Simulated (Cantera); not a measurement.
An isothermal, constant-pressure homogeneous reactor starts with 1.09 % H₂, 98.9 % O₂, at 1273 K and 1900 Pa.

Model: GRI-Mech 3.0 (53 species, 325 reactions), integrated in Cantera. Radical loss at walls, strong at low pressure, is not modelled.

One state of this run: x H₂ = 4.49e-6; x O₂ = 0.988; x H₂O₂ = 1.20e-8; x H = 1.14e-5; x O = 0.000816; x HO₂ = 2.84e-7. x: mole fraction; the columns are a selection and need not sum to one.

Problem. Which value of t (s) does it belong to?
A. 0.520
B. 0.153
C. 1.77
D. 6.00

Solution. A, 0.520
